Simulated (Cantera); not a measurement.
A closed system holds: 1 mol Si3N4, 0.23 mol N2, 0.027 mol Si, held at 1402 °C and 1.80 mbar.

These are equilibrium values from Cantera (NASA tables, ideal gas, pure condensed phases), not measurements of a reactor. Candidate condensed phases: Si, Si3N4; 7 gas species. Equilibrium is a limit: real reactors are often held back by kinetics, nucleation or transport.

Task: What is the equilibrium state?

Result: 
- x(N2): 1.000
- x(Si): 0.000166
- x(Si2N): 5.75e-6
- x(SiN): 4.64e-6
- n(Si3N4(s)): 1.01 mol
- gas amount: 0.2121 mol
- log10 activity of Si(s) (absent): -0.16
